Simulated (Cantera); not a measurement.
Input (Python, Cantera) and output of one run.

```python
import numpy as np
import cantera as ct

gas_names = """
    AL ALCL ALCL2 ALCL3 ALH ALN AL2 AL2CL6 CL CL2 H HCL H2 N NH NH2 NH3 N2 N2H2 N2H4
""".split()
cond_names = """
    AL(cr) AL(L) ALCL3(s) ALCL3(L) ALN(s) NH4CL(a) NH4CL(b)
""".split()


# ... load() reads the species with a 1 bar reference pressure and builds the phases ...
atoms = {
    'AlN': {'AL': 1, 'N': 1},
    'Cl2': {'CL': 2},
    'H2': {'H': 2},
}
top_T = {'ALN(s)': 2750}  # K; cautious upper limits of use, not melting points


# ... equilibrate(T, P, feed) seeds the gas with the atoms and calls Mixture.equilibrate('TP', solver="vcs", rtol=1e-11, max_steps=5000) ...
results = []
feed = {'AlN': 1, 'Cl2': 24, 'H2': 0.7}  # mol
T = 1025  # K
P = 1333.22  # Pa
mix = equilibrate(T, P, feed)
results.append((T, P, feed, dict(zip(mix.species_names, mix.species_moles))))
print(gas.report(threshold=0.001))
for i in range(1, mix.n_phases):
    print(f"{mix.phase(i).name:16s} {mix.phase_moles(i):12.5e} mol")
```

Output:

```
       temperature   1025 K
          pressure   1333.2 Pa
           density   0.011021 kg/m^3
  mean mol. weight   70.447 kg/kmol
   phase of matter   gas

                          1 kg             1 kmol
                     ---------------   ---------------
          enthalpy            -13029       -9.1788e+05  J
   internal energy         -1.34e+05       -9.4402e+06  J
           entropy            4400.8        3.1002e+05  J/K
    Gibbs function       -4.5238e+06       -3.1869e+08  J
 heat capacity c_p            549.89             38738  J/K
 heat capacity c_v            431.86             30423  J/K

                      mass frac. Y      mole frac. X     chem. pot. / RT
                     ---------------   ---------------   ---------------
             ALCL3          0.076446          0.040391           -118.82
                CL         0.0022851          0.004541           -16.767
               CL2           0.88397           0.87832           -33.534
               HCL          0.029267          0.056552           -42.362
                N2         0.0080315          0.020197           -33.146
     [  +15 minor]        5.8472e-06        1.5447e-06

AL(L)             0.00000e+00 mol
ALCL3(L)          0.00000e+00 mol
ALN(s)            0.00000e+00 mol
```

Method: chemical equilibrium by Gibbs-energy minimisation in Cantera with the NASA 1993 tables (ideal gas, pure condensed phases).
